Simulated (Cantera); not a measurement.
Mixture: 26.1 % CO, 1.44 % H2, 11.3 % O2, 61.2 % N2, equivalence ratio 1.2, at 10.0 bar, adiabatic and at constant pressure. Ignition delay is the time to a rise of 400 K.

Model: GRI-Mech 3.0 (53 species, 325 reactions), integrated in Cantera. The hydrogen kinetics of GRI-Mech 3.0 are dated; newer H2 mechanisms differ, most at raised pressure. Where the delays flatten at high temperature, the 400 K rule measures the pace of heat release, not the induction time.

**Question.** Predict: delay at 1323 K; delay at 1423 K; delay at 1523 K; delay at 1623 K; delay at 1723 K; delay at 1823 K; delay at 1923 K.

**Answer.** 
```json
{
  "delay at 1323 K": "17.3 µs",
  "delay at 1423 K": "10.2 µs",
  "delay at 1523 K": "7.44 µs",
  "delay at 1623 K": "6.04 µs",
  "delay at 1723 K": "5.27 µs",
  "delay at 1823 K": "4.83 µs",
  "delay at 1923 K": "4.61 µs"
}
```
